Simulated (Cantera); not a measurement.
## Silicon nitride deposition: SiHCl3 + NH3 + H2

Input: 1 mol SiHCl3, 1.6 mol NH3, 0.17 mol H2, equilibrated at 1.33 mbar.

Equilibrium computed with Cantera from the NASA thermochemical tables; the gas is ideal and each condensed phase is pure. Candidate condensed phases: NH4Cl, Si, Si3N4; 28 gas species. The tables' values for SiCl3, SiCl, SiN are old estimates; treat these amounts as uncertain. Gases not in the tables: Si2H6 and higher silanes. Kinetics and transport are ignored.

```tsv
T (K)	log p H2	log p HCl	log p SiCl2	log p N2	log p SiCl4	log p H	log p Si	log p Cl	log p SiCl3	n Si3N4(s)
750	-3.20	-3.30	-12.32	-4.00	-4.04	-14.10	<-14	-14.17	-9.31	0.229
850	-3.21	-3.26	-10.01	-4.04	-4.11	-12.30	<-14	-12.34	-7.99	0.243
950	-3.23	-3.23	-8.20	-4.08	-4.17	-10.87	<-14	-10.89	-6.95	0.254
1050	-3.24	-3.21	-6.74	-4.10	-4.22	-9.71	<-14	-9.72	-6.11	0.262
1150	-3.25	-3.20	-5.56	-4.11	-4.29	-8.75	<-14	-8.75	-5.44	0.265
1250	-3.26	-3.20	-4.64	-4.07	-4.45	-7.94	-12.96	-7.96	-4.97	0.250
1350	-3.25	-3.27	-4.05	-3.94	-4.91	-7.25	-10.91	-7.35	-4.83	0.189
1450	-3.22	-3.41	-3.76	-3.80	-5.71	-6.64	-9.16	-6.91	-5.02	0.0923
1550	-3.19	-3.60	-3.62	-3.71	-6.66	-6.10	-7.62	-6.60	-5.36	0.00484
1650	-3.20	-3.61	-3.61	-3.70	-7.26	-5.64	-6.71	-6.16	-5.61	0
1750	-3.20	-3.61	-3.61	-3.70	-7.77	-5.23	-5.95	-5.75	-5.82	0
1850	-3.21	-3.59	-3.63	-3.71	-8.22	-4.87	-5.30	-5.38	-6.01	0
1950	-3.23	-3.57	-3.66	-3.71	-8.59	-4.56	-4.79	-5.02	-6.18	0
2050	-3.27	-3.52	-3.74	-3.73	-8.91	-4.28	-4.43	-4.66	-6.34	0
```
log p: log10 of the partial pressure in bar; n: condensed amount in mol.

From 750 K to 1550 K the condensed part is Si3N4(s). From 1650 K to 2050 K nothing is condensed. The main Si-bearing gas is SiCl4 at 750 K and SiCl2 at 2050 K.
